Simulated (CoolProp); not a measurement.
A Linde-Hampson liquefier for nitrogen: isothermal reversible compression at 230 K from 1 atm to 40 MPa, throttling to 1 atm, return gas leaving the recuperator 5 K below the feed. Each further row changes one setting.

Values from CoolProp's reference Helmholtz-energy equation of state, Span 2000.

```csv
case,liquid yield per pass,compression work (kJ/kg of gas)
as stated,0.178,403
high pressure 80 MPa,0.124,476
warm-end temperature 260 K,0.128,463
warm-end gap 10 K,0.166,403
```
